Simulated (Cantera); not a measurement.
What does this Cantera script print?

```python
import numpy as np
import cantera as ct

gas = ct.Solution("SiF4_NH3_mec.yaml", "gas")
gas.TPX = 2198, 3000, {'NH3': 1, 'H2': 0.11}
reactor = ct.IdealGasConstPressureReactor(gas, energy="off", clone=False)
net = ct.ReactorNet([reactor])
net.rtol, net.atol = 1e-08, 1e-18
show = ['NH3', 'H2', 'H', 'N2', 'N2H2']
times = np.geomspace(9e-06, 50, 9)

steps = ct.SolutionArray(gas, extra=["t"])
rows = []
print(f"{'t/s':>10s}{'T/K':>9s}{'P/Pa':>11s}" + "".join(f"{s:>11s}" for s in show))
for t in times:
    while net.time < t:
        t_next = net.step()
        steps.append(gas.state, t=t_next)
    rows.append([np.interp(t, steps.t, y) for y in (steps.T, steps.P, *steps(*show).X.T)])
    print(f"{t:10.3e}{rows[-1][0]:9.1f}{rows[-1][1]:11.4g}" + "".join(f"{x:11.3e}" for x in rows[-1][2:]))
rate = np.gradient(steps.T, steps.t)
print("integrator steps:", len(steps.t))
if steps.T.max() > steps.T[0] + 200:
    print(f"time of steepest temperature rise: {steps.t[rate.argmax()]:.4e} s")
gas.TPX = 2198, 3000, {'NH3': 1, 'H2': 0.11}
gas.equilibrate("TP")
print(f"equilibrium (TP): T = {gas.T:.1f} K  " + "  ".join(f"{s} {gas[s].X[0]:.3e}" for s in show))
```

Result:

```
       t/s      T/K       P/Pa        NH3         H2          H         N2       N2H2
 9.000e-06   2198.0       3000  9.009e-01  9.911e-02  3.311e-06  8.237e-13  2.174e-10
 6.271e-05   2198.0       3000  9.005e-01  9.920e-02  1.080e-05  1.031e-08  4.162e-08
 4.369e-04   2198.0       3000  8.983e-01  9.996e-02  6.098e-05  4.075e-05  4.132e-06
 3.044e-03   2198.0       3000  8.748e-01  1.161e-01  1.484e-04  5.487e-03  2.354e-05
 2.121e-02   2198.0       3000  7.239e-01  2.275e-01  2.873e-04  4.537e-02  1.712e-05
 1.478e-01   2198.0       3000  2.504e-01  5.768e-01  9.629e-04  1.705e-01  4.038e-06
 1.030e+00   2198.0       3000  3.598e-04  7.533e-01  1.068e-02  2.356e-01  2.859e-09
 7.176e+00   2198.0       3000  2.452e-07  7.385e-01  2.781e-02  2.337e-01  5.922e-14
 5.000e+01   2198.0       3000  1.372e-07  7.385e-01  2.781e-02  2.337e-01  4.814e-14
integrator steps: 2023
equilibrium (TP): T = 2198.0 K  NH3 1.372e-07  H2 7.385e-01  H 2.781e-02  N2 2.337e-01  N2H2 4.814e-14
```

Model: the gas-phase N/H chemistry of the illustrative SiF4/NH3 mechanism in the Surface Chemkin manual (1991), integrated in Cantera. Walls and surfaces, which speed up NH3 decomposition in real reactors, are not modelled.
